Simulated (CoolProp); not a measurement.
Vapour-liquid equilibrium of n-hexane (1) + cyclohexane (2) at 352.8 K; x and y are mole fractions of (1).

Computed with CoolProp (multi-fluid Helmholtz-energy mixture model, Thol 2019 and Zhou 2014; pair parameters Bell 2016).

Question: Give the bubble pressure and the first vapour's composition at x = 0.2, 0.425, 0.875. Is there an azeotrope?

Answer: x = 0.2: 1.088 bar, y = 0.271; x = 0.425: 1.190 bar, y = 0.512; x = 0.875: 1.366 bar, y = 0.903. No azeotrope shows between x = 0.05 and 0.95.

Pair parameters are fitted to limited data, so mixtures are less certain than the pure fluids.
